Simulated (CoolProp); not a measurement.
Vapour pressure (MPa) of R113: the reference equation beside estimates from Tc = 214.1 °C, pc = 3.392 MPa, ω = 0.253. Clausius-Clapeyron is anchored at 66.05 °C with a constant enthalpy of vaporisation of 25.89 kJ/mol.

Model: reference Helmholtz-energy equation of state, Marx 1992, in CoolProp.

```json
[
 {"T (°C)": "7.05", "reference": "0.02096", "Lee-Kesler": "0.02057", "Clausius-Clapeyron": "0.02601", "van der Waals": "0.2297", "Redlich-Kwong": "0.04388", "Soave-Redlich-Kwong": "0.02083", "Peng-Robinson": "0.02151"},
 {"T (°C)": "21.75", "reference": "0.03938", "Lee-Kesler": "0.03885", "Clausius-Clapeyron": "0.04527", "van der Waals": "0.3099", "Redlich-Kwong": "0.07612", "Soave-Redlich-Kwong": "0.03914", "Peng-Robinson": "0.03993"},
 {"T (°C)": "36.55", "reference": "0.06923", "Lee-Kesler": "0.06863", "Clausius-Clapeyron": "0.07498", "van der Waals": "0.4080", "Redlich-Kwong": "0.1242", "Soave-Redlich-Kwong": "0.06886", "Peng-Robinson": "0.06959"},
 {"T (°C)": "51.25", "reference": "0.1142", "Lee-Kesler": "0.1138", "Clausius-Clapeyron": "0.1183", "van der Waals": "0.5242", "Redlich-Kwong": "0.1916", "Soave-Redlich-Kwong": "0.1138", "Peng-Robinson": "0.1142"},
 {"T (°C)": "66.05", "reference": "0.1798", "Lee-Kesler": "0.1797", "Clausius-Clapeyron": "0.1798", "van der Waals": "0.6614", "Redlich-Kwong": "0.2833", "Soave-Redlich-Kwong": "0.1796", "Peng-Robinson": "0.1791"},
 {"T (°C)": "80.75", "reference": "0.2703", "Lee-Kesler": "0.2709", "Clausius-Clapeyron": "0.2632", "van der Waals": "0.8191", "Redlich-Kwong": "0.4022", "Soave-Redlich-Kwong": "0.2708", "Peng-Robinson": "0.2689"},
 {"T (°C)": "95.55", "reference": "0.3927", "Lee-Kesler": "0.3942", "Clausius-Clapeyron": "0.3748", "van der Waals": "1.001", "Redlich-Kwong": "0.5542", "Soave-Redlich-Kwong": "0.3946", "Peng-Robinson": "0.3906"},
 {"T (°C)": "110.25", "reference": "0.5517", "Lee-Kesler": "0.5538", "Clausius-Clapeyron": "0.5181", "van der Waals": "1.205", "Redlich-Kwong": "0.7412", "Soave-Redlich-Kwong": "0.5558", "Peng-Robinson": "0.5491"},
 {"T (°C)": "125.05", "reference": "0.7558", "Lee-Kesler": "0.7584", "Clausius-Clapeyron": "0.7006", "van der Waals": "1.435", "Redlich-Kwong": "0.9695", "Soave-Redlich-Kwong": "0.7634", "Peng-Robinson": "0.7534"},
 {"T (°C)": "139.75", "reference": "1.009", "Lee-Kesler": "1.012", "Clausius-Clapeyron": "0.9255", "van der Waals": "1.689", "Redlich-Kwong": "1.240", "Soave-Redlich-Kwong": "1.022", "Peng-Robinson": "1.008"},
 {"T (°C)": "154.45", "reference": "1.321", "Lee-Kesler": "1.323", "Clausius-Clapeyron": "1.199", "van der Waals": "1.970", "Redlich-Kwong": "1.557", "Soave-Redlich-Kwong": "1.339", "Peng-Robinson": "1.323"},
 {"T (°C)": "169.25", "reference": "1.702", "Lee-Kesler": "1.703", "Clausius-Clapeyron": "1.530", "van der Waals": "2.279", "Redlich-Kwong": "1.928", "Soave-Redlich-Kwong": "1.726", "Peng-Robinson": "1.708"}
]
```

Absolute difference from the reference over all 12 rows, mean and median: Lee-Kesler 0.5 and 0.3 %, Clausius-Clapeyron 8.3 and 7.8 %, van der Waals 293.0 and 179.0 %, Redlich-Kwong 51.2 and 45.0 %, Soave-Redlich-Kwong 0.7 and 0.6 %, Peng-Robinson 0.6 and 0.4 %.
